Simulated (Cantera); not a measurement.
Diamond growth

A diamond (100) surface in a fixed gas of H2 with x(CH4) = 0.012, x(H) = 0.00028, x(CH3) = 3.4e-05, at 1300 K; coverages are run to steady state.

Cantera simulation using the Harris–Goodwin 1993 mechanism for the reconstructed diamond (100) surface; the numbers are that mechanism's predictions, not measurements.

| P (Pa) | growth (µm/h) | θ c6HH | θ c6H* | θ c6*H | θ c6** | θ c6HM |
|---|---|---|---|---|---|---|
| 380 | 0.000691 | 0.521 | 0.0399 | 0.427 | 0.0128 | 3.22e-6 |
| 680 | 0.00201 | 0.521 | 0.0399 | 0.426 | 0.0128 | 5.87e-6 |
| 1200 | 0.00541 | 0.522 | 0.0398 | 0.426 | 0.0128 | 1.06e-5 |
| 2100 | 0.0135 | 0.522 | 0.0398 | 0.425 | 0.0127 | 1.91e-5 |
| 3700 | 0.0317 | 0.522 | 0.0398 | 0.425 | 0.0127 | 3.46e-5 |
| 6500 | 0.0699 | 0.522 | 0.0398 | 0.425 | 0.0127 | 6.22e-5 |
| 12000 | 0.158 | 0.522 | 0.0398 | 0.425 | 0.0127 | 0.000117 |
| 20000 | 0.309 | 0.522 | 0.0398 | 0.425 | 0.0127 | 0.000196 |
θ: site fractions in the mechanism's names (c6HH fully hydrogenated, c6H* and c6*H radical sites, c6** diradical, c6HM methylated).
